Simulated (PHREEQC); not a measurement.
A solution holds 0.0033 mol/kgw KOH, 0.014 mol/kgw K2SiO3 and 0.034 mol/kgw K2CO3, at 35 °C. Closed to the air; pH follows from the charge balance.

The numbers come from PHREEQC with the ion-association model, phreeqc.dat.

Precipitation was switched off in this run.

Task: Order these Si species by the share of Si that they hold, largest first: H2SiO4-2, H3SiO4-, H4SiO4.

Result: H3SiO4- (86 %), H2SiO4-2 (13 %), H4SiO4 (0.54 %)

The pH is 11.75 and the ionic strength 0.135 mol/kgw. Complexes and solids missing from the database can't appear.
